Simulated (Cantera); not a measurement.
What does this Cantera script print?

```python
import numpy as np
import cantera as ct

gas_names = """
    F FO FO2 F2 F2O H HF HNO HNO2 HNO3 HOF HO2 H2 H2F2 H2O H2O2 H3F3 H4F4 H5F5 H6F6 H7F7 N NF NF2 NF3 NH
    NH2 NH3 NH2OH NO NO2 NO3 N2 N2H2 N2H4 N2O O OH O2 O3
""".split()
cond_names = """
    H2O(s) H2O(L)
""".split()


# ... load() reads the species with a 1 bar reference pressure and builds the phases ...
atoms = {
    'NF3': {'N': 1, 'F': 3},
    'H2O': {'H': 2, 'O': 1},
    'H2': {'H': 2},
}
top_T = {}  # K; cautious upper limits of use, not melting points


# ... equilibrate(T, P, feed) seeds the gas with the atoms and calls Mixture.equilibrate('TP', solver="vcs", rtol=1e-11, max_steps=5000) ...
results = []
T = 2723  # K
P = 1700000  # Pa
for m in [0.059, 0.084, 0.12, 0.17, 0.25, 0.36, 0.52, 0.75, 1.1]:
    feed = {'NF3': 1, 'H2O': m, 'H2': 3.3}  # mol
    mix = equilibrate(T, P, feed)
    results.append((T, P, feed, dict(zip(mix.species_names, mix.species_moles))))

top = {s: max(r[3][s] / sum(r[3][g] for g in gas_names) for r in results) for s in gas_names}
cols = sorted((s for s in top if top[s] > 1e-06), key=lambda s: -top[s])[:6]
seen = [c for c in cond_names if any(r[3].get(c, 0) > 1e-12 for r in results)]
print("log10 of partial pressures in bar; condensed amounts in mol")
print(f"{'n(H2O)':>10s}" + "".join(f"{s[:9]:>10s}" for s in cols + seen))
for T, P, feed, n in results:
    ng = sum(n[g] for g in gas_names)
    print(f"{feed['H2O']:10.4g}" + "".join(f"{np.log10(max(n[s] / ng * P / 1e5, 1e-99)):10.3f}" for s in cols)
          + "".join(f"{n.get(c, 0):10.4g}" for c in seen))
```

It prints:

```
log10 of partial pressures in bar; condensed amounts in mol
    n(H2O)        HF        H2       H2O        N2         H        OH
     0.059     0.977     0.749    -0.733     0.198    -0.833    -2.898
     0.084     0.974     0.747    -0.581     0.196    -0.834    -2.745
      0.12     0.972     0.744    -0.429     0.193    -0.836    -2.592
      0.17     0.968     0.740    -0.282     0.189    -0.838    -2.442
      0.25     0.961     0.734    -0.121     0.183    -0.841    -2.278
      0.36     0.953     0.726     0.029     0.175    -0.845    -2.124
      0.52     0.941     0.713     0.176     0.162    -0.851    -1.971
      0.75     0.924     0.697     0.318     0.146    -0.860    -1.820
       1.1     0.899     0.673     0.460     0.121    -0.872    -1.666
```

Cantera equilibrium calculation (NASA polynomials, part measured and part estimated; ideal gas, pure solids and liquids).
